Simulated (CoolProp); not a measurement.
Vapour-liquid equilibrium of CH2F2 (R32) (1) + R125 (2) at 1710 kPa; x and y are mole fractions of (1).

Model: multi-fluid Helmholtz-energy mixture model, Tillner-Roth 1997 and Lemmon 2005; pair parameters Lemmon 2004, in CoolProp.

Give the bubble temperature and the first vapour's composition at x = 0.35, 0.55, 0.75. Is there an azeotrope?

x = 0.35: 302.0 K, y = 0.393; x = 0.55: 300.2 K, y = 0.584; x = 0.75: 299.1 K, y = 0.765. No azeotrope shows between x = 0.05 and 0.95.

The pair parameters rest on a limited set of measurements; away from them the model extrapolates.
